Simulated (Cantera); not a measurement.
An isothermal, constant-pressure homogeneous reactor starts with 2.50 % C3H8, 97.5 % H2, at 1725 K and 1.00 bar.

Computed with Cantera and GRI-Mech 3.0 (53 species, 325 reactions). GRI-Mech 3.0 was tuned for natural gas; its chemistry of propane as a main component is partial and can be far from experiment. GRI-Mech 3.0 stops at C3 and has no aromatics, soot or wall deposition, so with more carbon than oxygen in the feed, carbon stays in small species such as C2H2 where larger ones or solid carbon would form.

x: mole fraction; the columns are a selection and need not sum to one.

| t (s) | x C3H8 | x H2 | x CH2 | x C2H6 | x C2H2 | x CH3 |
|---|---|---|---|---|---|---|
| 1.00e-5 | 0.000595 | 0.948 | ___ | 0.000350 | 0.00306 | 0.00147 |
| 3.35e-5 | 1.27e-6 | 0.949 | ___ | 5.70e-5 | 0.00816 | 0.000414 |
| 0.000112 | 1.54e-8 | 0.949 | ___ | 1.75e-5 | 0.0122 | 0.000156 |
| 0.000376 | 4.91e-9 | 0.949 | 2.06e-8 | 7.70e-6 | 0.0164 | 0.000105 |
| 0.00126 | 1.54e-9 | 0.950 | 2.06e-8 | 4.47e-6 | 0.0203 | 0.000107 |
| 0.00422 | 1.05e-9 | 0.950 | 2.05e-8 | 3.96e-6 | 0.0210 | 0.000106 |
| 0.0141 | 9.95e-10 | 0.951 | 1.97e-8 | 3.69e-6 | 0.0216 | 0.000101 |
| 0.0474 | 8.54e-10 | 0.952 | ___ | 3.07e-6 | 0.0230 | 8.97e-5 |
| 0.159 | 6.57e-10 | 0.955 | ___ | 2.25e-6 | 0.0253 | 7.11e-5 |
| 0.532 | 5.64e-10 | 0.956 | 1.24e-8 | 1.91e-6 | 0.0265 | 6.13e-5 |
| 1.78 | 5.60e-10 | 0.956 | 1.23e-8 | 1.89e-6 | 0.0266 | 6.09e-5 |
| 5.97 | 5.60e-10 | 0.956 | 1.23e-8 | 1.89e-6 | 0.0266 | 6.09e-5 |
| 20.0 | 5.60e-10 | 0.956 | 1.23e-8 | 1.89e-6 | 0.0266 | 6.09e-5 |

Q: What belongs in the gaps?

A: 
- 1.00e-5, x CH2: 2.75e-6
- 3.35e-5, x CH2: 3.01e-7
- 0.000112, x CH2: 4.52e-8
- 0.0474, x CH2: 1.76e-8
- 0.159, x CH2: 1.42e-8
